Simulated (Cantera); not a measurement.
Feed: 1 mol BF3, 0.15 mol NH3, 0.42 mol N2, 0.62 mol O2, at 1948 K and 7.50 Torr.

Method: chemical equilibrium by Gibbs-energy minimisation in Cantera with the NASA 1993 tables (ideal gas, pure condensed phases). Candidate condensed phases: B, BN, B2O3, B3O3H3, H2O; 62 gas species. The tables' values for BF2 are old estimates; treat these amounts as uncertain. Rates play no part.

Base state: BF3 0.313, O2 0.203, N2 0.200, HF 0.183, BOF 0.0927, NO 0.00327, F 0.00299, O 0.00200 (mole fractions); condensed: gas only.

Task: What changes in the equilibrium state with this change: temperature from 1948 K to 1423 K?

Result: 
```json
[
 {"species": "BF3", "before": "0.313", "after": "0.319"},
 {"species": "O2", "before": "0.203", "after": "0.207"},
 {"species": "N2", "before": "0.200", "after": "0.202"},
 {"species": "BOF", "before": "0.0927", "after": "0.0884"},
 {"species": "HF", "before": "0.183", "after": "0.179"},
 {"species": "B3O3F3", "before": "1.05e-9", "after": "0.000197"},
 {"species": "F", "before": "0.00299", "after": "1.03e-6"},
 {"species": "BF2", "before": "2.83e-5", "after": "5.19e-8"}
]
```

Task: What changes in the equilibrium state with this change: temperature from 1948 K to 1075 K?

Result: 
```
species   before    after
-------  -------  -------
BF3        0.313    0.365
O2         0.203    0.222
N2         0.200    0.216
BOF       0.0927  0.00294
HF         0.183    0.145
B3O3F3   1.05e-9   0.0232
H2O      1.22e-5   0.0257
F        0.00299    <1e-9
O        0.00200  6.18e-9
BF2      2.83e-5    <1e-9
BO2      1.34e-5  4.96e-9
```
Gases not in the tables: H3BO3.

Task: What changes in the equilibrium state with this change: BF3 replaced by B?

Result: 
| species | before | after |
|---|---|---|
| N2 | 0.200 | 0.397 |
| B2O3 | 4.81e-8 | 0.179 |
| B2O2 | <1e-9 | 0.154 |
| BF3 | 0.313 | 0 |
| O2 | 0.203 | <1e-9 |
| HF | 0.183 | 0 |
| BOF | 0.0927 | 0 |
| HBO | <1e-9 | 0.0825 |
| H2 | 5.24e-8 | 0.130 |
| BO | 3.69e-8 | 0.0394 |
| HBO2 | 2.48e-6 | 0.0136 |
| F | 0.00299 | 0 |
| BOF2 | 0.000335 | 0 |
